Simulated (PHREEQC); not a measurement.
# Brine: an equilibrium model

Consider water at 50 °C with 0.26 mol LiCl, 0.0095 mol K2SO4 and 0.00051 mol MgCl2 per kg of water. It is in equilibrium with CO2 at log p = 0 (atm). Otherwise closed; pH follows from the charge balance.

Computed with PHREEQC (ion-association model, wateq4f.dat).

No solid was allowed to form.

Question: Predict the pH.

Answer: pH 4.04.

Question: In which forms is K present?

Answer: K+ 98 %, KSO4- 1.7 % of the K.

Constants without temperature data keep their 25 °C values here.
